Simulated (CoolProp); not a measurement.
Properties of R123 at several states.

Computed with CoolProp (reference Helmholtz-energy equation of state, Younglove 1994). It is a modified Benedict-Webb-Rubin equation, recast in Helmholtz form.

```
T (K)  p (MPa)   phase  density (kg/m³)  cp (kJ/(kg K))  cv (kJ/(kg K))  speed of sound (m/s)  expansivity (1/kK)  fugacity coefficient
-----  -------  ------  ---------------  --------------  --------------  --------------------  ------------------  --------------------
444       1.21     gas            58.25          0.9019          0.7920                 141.4               3.754                0.8762
359.8     7.47  liquid             1329           1.074          0.7615                 541.6               2.045               0.08840
288.6   0.0468     gas            3.052          0.6726          0.6112                 128.4               3.769                0.9778
291.8   0.0934  liquid             1480           1.012          0.6999                 727.9               1.708                0.7437
462.6    0.107     gas            4.296          0.8414          0.7843                 162.7               2.238                0.9904
264.5    0.973  liquid             1549          0.9793          0.6775                 839.1               1.531               0.02289
```
